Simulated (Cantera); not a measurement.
Input: 1 mol SiH2Cl2, 0.005 mol Cl2, 160 mol N2, equilibrated at 1675 K and 0.0990 bar.

Equilibrium computed with Cantera from the NASA thermochemical tables; the gas is ideal and each condensed phase is pure. Candidate condensed phases: NH4Cl, Si, Si3N4; 28 gas species. The tables' values for SiCl3 are old estimates; treat these amounts as uncertain. Rates play no part.

Base state: N2 0.988, HCl 0.00667, H2 0.00284, SiCl2 0.00270, SiCl3 9.71e-5, Cl 3.60e-5, H 1.97e-5 (mole fractions); condensed: Si3N4(s).

Task: What changes in the equilibrium state with this change: SiH2Cl2 replaced by SiHCl3?

Result: 
```json
[
 {"species": "N2", "before": "0.988", "after": "0.988"},
 {"species": "SiCl2", "before": "0.00270", "after": "0.00560"},
 {"species": "HCl", "before": "0.00667", "after": "0.00550"},
 {"species": "H2", "before": "0.00284", "after": "0.000336"},
 {"species": "SiCl4", "before": "7.24e-6", "after": "8.63e-5"},
 {"species": "SiCl3", "before": "9.71e-5", "after": "0.000483"},
 {"species": "H", "before": "1.97e-5", "after": "6.76e-6"},
 {"species": "Cl", "before": "3.60e-5", "after": "8.64e-5"},
 {"species": "Si3N4(s), mol", "before": "0.182", "after": "0"}
]
```
